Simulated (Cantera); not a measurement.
An isothermal, constant-pressure homogeneous reactor starts with CH2O : O2 : N2 = 0.019 : 0.058 : 1 (molar parts), equivalence ratio 0.33, at 1498 K and 3.50 bar.

Detailed kinetics in Cantera: GRI-Mech 3.0 (53 species, 325 reactions). The temperature is held fixed by assumption; the heat of reaction is taken as removed at once.

x: mole fraction; the columns are a selection and need not sum to one.

```json
[
 {"t (s)": "1.00e-5", "x CH2O": "0.0173", "x O2": "0.0536", "x CO2": "1.88e-7", "x H": "2.65e-6", "x HCO": "2.99e-6", "x HCN": "<1e-12"},
 {"t (s)": "3.15e-5", "x CH2O": "(withheld)", "x O2": "0.0503", "x CO2": "(withheld)", "x H": "(withheld)", "x HCO": "(withheld)", "x HCN": "<1e-12"},
 {"t (s)": "9.92e-5", "x CH2O": "9.86e-11", "x O2": "0.0418", "x CO2": "0.00430", "x H": "0.000643", "x HCO": "1.96e-8", "x HCN": "<1e-12"},
 {"t (s)": "0.000312", "x CH2O": "2.83e-12", "x O2": "0.0378", "x CO2": "0.0137", "x H": "8.02e-5", "x HCO": "8.66e-10", "x HCN": "<1e-12"},
 {"t (s)": "0.000984", "x CH2O": "<1e-12", "x O2": "0.0365", "x CO2": "0.0170", "x H": "6.35e-6", "x HCO": "1.30e-11", "x HCN": "<1e-12"},
 {"t (s)": "0.00310", "x CH2O": "<1e-12", "x O2": "0.0362", "x CO2": "0.0176", "x H": "3.21e-7", "x HCO": "<1e-12", "x HCN": "<1e-12"},
 {"t (s)": "0.00976", "x CH2O": "<1e-12", "x O2": "0.0362", "x CO2": "0.0176", "x H": "(withheld)", "x HCO": "<1e-12", "x HCN": "<1e-12"},
 {"t (s)": "0.0307", "x CH2O": "<1e-12", "x O2": "0.0362", "x CO2": "0.0176", "x H": "3.34e-9", "x HCO": "<1e-12", "x HCN": "<1e-12"},
 {"t (s)": "0.0968", "x CH2O": "<1e-12", "x O2": "0.0362", "x CO2": "0.0176", "x H": "2.80e-9", "x HCO": "<1e-12", "x HCN": "<1e-12"},
 {"t (s)": "0.305", "x CH2O": "<1e-12", "x O2": "0.0362", "x CO2": "0.0176", "x H": "2.80e-9", "x HCO": "<1e-12", "x HCN": "<1e-12"},
 {"t (s)": "0.960", "x CH2O": "<1e-12", "x O2": "0.0362", "x CO2": "0.0176", "x H": "2.80e-9", "x HCO": "<1e-12", "x HCN": "<1e-12"},
 {"t (s)": "3.02", "x CH2O": "<1e-12", "x O2": "0.0362", "x CO2": "0.0176", "x H": "2.80e-9", "x HCO": "<1e-12", "x HCN": "<1e-12"},
 {"t (s)": "9.53", "x CH2O": "<1e-12", "x O2": "0.0362", "x CO2": "0.0176", "x H": "2.80e-9", "x HCO": "<1e-12", "x HCN": "<1e-12"},
 {"t (s)": "30.0", "x CH2O": "<1e-12", "x O2": "0.0362", "x CO2": "0.0176", "x H": "2.80e-9", "x HCO": "<1e-12", "x HCN": "<1e-12"}
]
```

### Question
Fill in the missing entries.

### Answer

- 3.15e-5, x CH2O: 0.00959
- 3.15e-5, x CO2: 8.83e-5
- 3.15e-5, x H: 2.35e-5
- 3.15e-5, x HCO: 1.68e-5
- 0.00976, x H: 1.78e-8
